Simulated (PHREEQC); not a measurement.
# Leach liquor: speciation

A solution holds 0.0031 mol/kgw H2SO4, 0.061 mol/kgw Al2(SO4)3 and 0.16 mol/kgw Na2SO4, at 25 °C. Closed to the air; pH follows from the charge balance.

Computed with PHREEQC (ion-association model, phreeqc.dat).

```json
{
  "pH": "2.90",
  "ionic_strength": "0.511 mol/kgw",
  "activity_of_water": "0.990",
  "total_alkalinity": "-6.20 meq/kg"
}
```

```
species    molality  activity   log γ
---------  --------  --------  ------
Na+           0.281     0.201  -0.144
SO4-2         0.132    0.0269  -0.691
AlSO4+       0.0629    0.0418  -0.177
Al(SO4)2-    0.0535    0.0356  -0.177
NaSO4-       0.0393    0.0272  -0.161
Al+3        0.00556  0.000491  -1.054
HSO4-       0.00454   0.00333  -0.134
```

No solid was allowed to form. Complexes and solids missing from the database can't appear.
